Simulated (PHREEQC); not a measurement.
## Sulfide liquor: an equilibrium model

Consider water at 70 °C with 22 mmol/kgw NH4HS and 0.071 mmol/kgw HCl. Closed to the air; pH follows from the charge balance.

Computed with PHREEQC (ion-association model, wateq4f.dat).

Each row changes one thing in this solution. Precipitation was switched off in this run.

| case | pH | ionic strength (mol/kgw) |
|---|---|---|
| as made | 7.30 | 0.0191 |
| NH4HS from 0.022 to 0.0198 mol/kgw | 7.30 | 0.0171 |
| NH4HS left out | 4.15 | 7.10e-5 |
| HCl replaced by CsCl at the same molality | 7.31 | 0.0191 |
| temperature from 70 to 20 °C | 8.19 | 0.0209 |
| 0.001 mol/kgw LiOH added | 7.39 | 0.0195 |
| HCl from 7.1e-05 to 0.00071 mol/kgw | 7.25 | 0.0194 |
| HCl from 7.1e-05 to 0.000142 mol/kgw | 7.30 | 0.0191 |
| 0.0093 mol/kgw CsOH added | 8.03 | 0.0215 |

Constants without temperature data keep their 25 °C values here. The polysulfide entries of wateq4f.dat were taken out for this run.
